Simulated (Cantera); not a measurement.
Input: 1 mol Mg(OH)2, 0.37 mol C, 0.3 mol O2, at 0.590 bar.

Equilibrium computed with Cantera from the NASA thermochemical tables; the gas is ideal and each condensed phase is pure. Candidate condensed phases: C, C6H6, C7H8, C8H18, H2O, Mg, MgCO3, MgO, Mg(OH)2; 116 gas species. Kinetics and transport are ignored.

x: gas mole fraction; n: condensed amount in mol.

| T (°C) | x H2O | x CO2 | x H2 | x CO | x CH4 | x OH | x H | n MgCO3(s) | n MgO(s) |
|---|---|---|---|---|---|---|---|---|---|
| 325 | 0.811 | 0.124 | 0.0448 | 0.000235 | 0.0201 | <1e-12 | <1e-12 | 0.209 | 0.791 |
| 475 | 0.637 | 0.264 | 0.0928 | 0.00617 | 0.000860 | <1e-12 | <1e-12 | 0 | 1.00 |
| 625 | 0.643 | 0.255 | 0.0873 | 0.0149 | 4.34e-6 | <1e-12 | ___ | 0 | 1.00 |
| 775 | 0.652 | 0.245 | 0.0776 | 0.0246 | 6.69e-8 | 7.42e-11 | ___ | 0 | 1.00 |
| 925 | 0.661 | 0.237 | 0.0687 | 0.0335 | 2.43e-9 | 4.94e-9 | ___ | 0 | 1.00 |
| 1075 | 0.669 | 0.229 | 0.0612 | 0.0410 | 1.66e-10 | 1.31e-7 | ___ | 0 | 1.00 |
| 1225 | 0.675 | 0.223 | 0.0552 | 0.0470 | 1.84e-11 | 1.82e-6 | ___ | 0 | 1.00 |
| 1375 | 0.680 | 0.218 | 0.0504 | 0.0518 | 2.96e-12 | 1.58e-5 | ___ | 0 | 1.000 |
| 1525 | 0.683 | 0.214 | 0.0465 | 0.0557 | <1e-12 | 9.54e-5 | ___ | 0 | 1.000 |
| 1675 | 0.686 | 0.211 | 0.0435 | 0.0588 | <1e-12 | 0.000438 | ___ | 0 | 1.000 |
| 1825 | 0.686 | 0.208 | 0.0412 | 0.0616 | <1e-12 | 0.00161 | ___ | 0 | 1.000 |
| 1975 | 0.683 | 0.203 | 0.0403 | 0.0653 | <1e-12 | 0.00487 | ___ | 0 | 1.000 |

Task: What belongs in the gaps?

Result: 
- 625, x H: 4.21e-11
- 775, x H: 2.80e-9
- 925, x H: 6.48e-8
- 1075, x H: 7.45e-7
- 1225, x H: 5.25e-6
- 1375, x H: 2.60e-5
- 1525, x H: 9.89e-5
- 1675, x H: 0.000307
- 1825, x H: 0.000813
- 1975, x H: 0.00192
